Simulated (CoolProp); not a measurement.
Saturated liquid density (kg/m³) of C2F6 (R116): the reference equation beside estimates from Tc = 293.0 K, pc = 30.48 bar, ω = 0.257.

Values from CoolProp's reference Helmholtz-energy equation of state, Lemmon 2006. It is a short technical equation, of lower accuracy than the large ones.

```tsv
T (K)	reference	Redlich-Kwong	Soave-Redlich-Kwong	Peng-Robinson
206.3	1554	?	1481	1677
213.7	1519	1383	?	?
221.1	1482	1340	1402	1590
228.5	1444	1295	1358	1540
235.9	1403	1247	1310	?
243.3	1359	1196	1258	1428
250.7	1312	1141	?	1362
258.1	?	1080	1137	?
265.5	1203	1012	?	1206
```

What belongs in the gaps?


- 206.3, Redlich-Kwong: 1422
- 213.7, Soave-Redlich-Kwong: 1443
- 213.7, Peng-Robinson: 1635
- 235.9, Peng-Robinson: 1487
- 250.7, Soave-Redlich-Kwong: 1201
- 258.1, reference: 1261
- 258.1, Peng-Robinson: 1289
- 265.5, Soave-Redlich-Kwong: 1066

Absolute difference from the reference over all 9 rows, mean and median: Redlich-Kwong 11.5 and 11.1 %, Soave-Redlich-Kwong 7.2 and 6.6 %, Peng-Robinson 5.2 and 6.0 %.
